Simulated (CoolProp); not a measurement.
C2F6 (R116) along the isobar 44.3 bar: fugacity coefficient from the reference equation and from simpler models built on Tc = 293.0 K, pc = 30.48 bar, ω = 0.257; each cubic takes its own stable root.

Values from CoolProp's reference Helmholtz-energy equation of state, Lemmon 2006. It is a short technical equation, of lower accuracy than the large ones.

```csv
T (K),phase,reference,Redlich-Kwong,Soave-Redlich-Kwong,Peng-Robinson
226.2,liquid,0.1026,0.1398,0.1048,0.1006
251.9,liquid,0.2203,0.2618,0.2261,0.2162
277.6,liquid,0.3851,0.4119,0.3944,0.3770
303.3,supercritical,0.5694,0.5644,0.5754,0.5506
329,supercritical,0.6956,0.6744,0.6982,0.6692
354.7,supercritical,0.7717,0.7439,0.7757,0.7456
380.4,supercritical,0.8264,0.7947,0.8323,0.8024
406.1,supercritical,0.8675,0.8336,0.8753,0.8462
```
